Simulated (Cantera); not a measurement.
Charge: 1 mol PbO, 1 mol CH₄, 3.5 mol H₂, held at 1.00 bar.

Equilibrium computed with Cantera from the NASA thermochemical tables; the gas is ideal and each condensed phase is pure. Candidate condensed phases: C, C₆H₆, C₇H₈, C₈H₁₈, H₂O, Pb, PbO, PbO₂, Pb₃O₄; 113 gas species. Rates play no part. All values below are at 1448 K.

Base state: H₂ 0.833, CO 0.151, Pb 0.0146, CH₄ 0.000890, H₂O 0.000828, CO₂ 6.33e-5 (mole fractions); condensed: Pb(l).

Task: What changes in the equilibrium state with this change: PbO replaced by Cu₂O?

Result: 
| species | before | after |
|---|---|---|
| H₂ | 0.833 | 0.845 |
| CO | 0.151 | 0.153 |
| CH₄ | 0.000890 | 0.000916 |
| Pb | 0.0146 | 0 |
| H₂O | 0.000828 | 0.000853 |
| CO₂ | 6.33e-5 | 6.52e-5 |
| Pb(l), mol | 0.904 | 0 |
| Cu(l), mol | 0 | 2.00 |
Further candidate phases: Cu, CuO, Cu(OH)₂, Cu₂O.

Task: What changes in the equilibrium state with this change: PbO replaced by Ta₂O₅?

Result: 
```
species          before     after
-------------  --------  --------
H₂                0.833     0.883
CO                0.151     0.114
H₂O            0.000828   0.00235
Pb               0.0146         0
CH₄            0.000890  0.000283
CO₂             6.33e-5  0.000128
Pb(l), mol        0.904         0
TaC(s), mol           0     0.290
Ta₂O₅(s), mol         0     0.855
```
Mutual solubility and eutectic melting of coexisting phases are not modelled. TaC: taken at fixed stoichiometry. Condensed phases not in the tables: Ta₂C. Further candidate phases: Ta, TaC, Ta₂O₅.
